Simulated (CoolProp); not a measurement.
Methanol at several states: density (kg/m³) from the reference equation and from simpler models built on Tc = 513.4 K, pc = 82.16 bar, ω = 0.565; each cubic takes its own stable root.

Model: reference Helmholtz-energy equation of state, de Reuck 1993, in CoolProp.

```json
[
 {"T (K)": "587.9", "p (bar)": "36.1", "phase": "gas", "reference": "26.05"},
 {"T (K)": "405.7", "p (bar)": "0.459", "phase": "gas", "reference": "0.4383"},
 {"T (K)": "259.2", "p (bar)": "12.9", "phase": "liquid", "reference": "823.8"},
 {"T (K)": "384.9", "p (bar)": "56.8", "phase": "liquid", "reference": "706.2"},
 {"T (K)": "307.3", "p (bar)": "2.26", "phase": "liquid", "reference": "777.8"}
]
```

Question: How far does each simpler model (van der Waals, Redlich-Kwong, Soave-Redlich-Kwong, Peng-Robinson) lie from the reference over these 5 states: mean and median of the absolute difference, and the worst?

Answer: 
- van der Waals: mean 40.6 %, median 51.0 %, worst -99.6 % at 307.3 K and 2.26 bar
- Redlich-Kwong: mean 17.5 %, median 27.3 %, worst -30.5 % at 384.9 K and 56.8 bar
- Soave-Redlich-Kwong: mean 14.3 %, median 22.9 %, worst -24.3 % at 384.9 K and 56.8 bar
- Peng-Robinson: mean 8.6 %, median 13.2 %, worst -14.5 % at 384.9 K and 56.8 bar

At some of these states van der Waals gives the other phase, because its saturation line lies elsewhere.
